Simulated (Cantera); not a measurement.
Thermodynamics of carbothermic reduction, feed PbO + CH₄ + N₂

Input: 1 mol PbO, 3.8 mol CH₄, 1.3 mol N₂, equilibrated at 2598.15 K.

Method: chemical equilibrium by Gibbs-energy minimisation in Cantera with the NASA 1993 tables (ideal gas, pure condensed phases). Candidate condensed phases: C, C₆H₆, C₇H₈, C₈H₁₈, H₂O, Pb, PbO, PbO₂, Pb₃O₄; 139 gas species. Rates play no part.

```tsv
P (Pa)	log p H	log p H₂	log p N₂	log p CO	log p Pb	log p HCN	log p C₃	log p C₂H₂ (acetylene)	n C(graphite)
10	-4.13	-5.42	-5.18	-5.26	-5.26	-6.35	-5.67	-7.21	1.16
36	-3.62	-4.39	-4.59	-4.67	-4.67	-5.54	-5.67	-6.19	2.15
130	-3.17	-3.50	-3.98	-4.06	-4.06	-4.79	-5.67	-5.30	2.34
460	-2.80	-2.75	-3.39	-3.46	-3.46	-4.12	-5.67	-4.55	2.34
1700	-2.45	-2.07	-2.79	-2.85	-2.85	-3.48	-5.67	-3.86	2.31
6000	-2.15	-1.46	-2.22	-2.29	-2.29	-2.89	-5.67	-3.26	2.29
22000	-1.85	-0.87	-1.65	-1.71	-1.71	-2.30	-5.67	-2.66	2.28
77000	-1.57	-0.30	-1.10	-1.16	-1.16	-1.75	-5.67	-2.10	2.27
280000	-1.29	0.26	-0.53	-0.59	-0.59	-1.18	-5.67	-1.53	2.27
1000000	-1.01	0.82	0.02	-0.04	-0.04	-0.63	-5.67	-0.97	2.26
```
log p: log10 of the partial pressure in bar; n: condensed amount in mol.

From 10.0 Pa to 10.0 bar the condensed part is C(graphite). The main Pb-bearing gas is Pb throughout.
